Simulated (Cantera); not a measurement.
An adiabatic, constant-volume homogeneous reactor starts with CO : H2 : O2 : N2 : CO2 = 1 : 0.048 : 0.228 : 0.661 : 0.062 (molar parts), at 1700 K and 750 Torr.

Model: GRI-Mech 3.0 (53 species, 325 reactions), integrated in Cantera.

x: mole fraction; the columns are a selection and need not sum to one.

```csv
t (s),T (K),P (bar),x CO,x H2,x O2,x NO,x O,x HO2,x H
4.00e-6,1700,1.00,0.500,0.0240,0.114,<1e-12,5.70e-6,(withheld),6.39e-6
1.07e-5,1701,1.00,0.500,0.0234,0.113,8.87e-11,0.000332,(withheld),0.000404
2.86e-5,1899,1.11,0.429,0.00221,0.0498,5.04e-6,0.0433,(withheld),0.0252
7.65e-5,2372,1.35,0.398,0.00323,0.0328,9.76e-5,0.0355,(withheld),0.0208
0.000205,2888,1.59,0.380,0.00350,0.0240,0.00142,0.0168,(withheld),0.00936
0.000547,2999,1.63,0.375,0.00353,0.0192,0.00647,0.0123,2.95e-6,0.00739
0.00146,2993,1.63,0.375,0.00357,0.0183,0.00923,0.0118,2.83e-6,0.00730
0.00391,2993,1.63,0.375,0.00358,0.0183,0.00937,0.0118,2.83e-6,0.00730
0.0105,2993,1.63,0.375,0.00358,0.0183,0.00937,0.0118,2.83e-6,0.00730
0.0280,2993,1.63,0.375,0.00358,0.0183,0.00937,0.0118,2.83e-6,0.00730
0.0748,2993,1.63,0.375,0.00358,0.0183,0.00937,0.0118,2.83e-6,0.00730
0.200,2993,1.63,0.375,0.00358,0.0183,0.00937,0.0118,2.83e-6,0.00730
```

Complete the blanks.


- 4.00e-6, x HO2: 3.44e-7
- 1.07e-5, x HO2: 5.87e-6
- 2.86e-5, x HO2: 7.85e-6
- 7.65e-5, x HO2: 3.29e-6
- 0.000205, x HO2: 2.61e-6
